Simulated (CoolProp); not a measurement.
Values from CoolProp's reference Helmholtz-energy equation of state, Wu 2011.

### Question
For dimethyl ether, give the phase and the speed of sound (m/s) at 107.85 °C and 0.101 MPa; 186.35 °C and 0.101 MPa.

### Answer
- 107.85 °C and 0.101 MPa: gas; speed of sound 276
- 186.35 °C and 0.101 MPa: gas; speed of sound 302
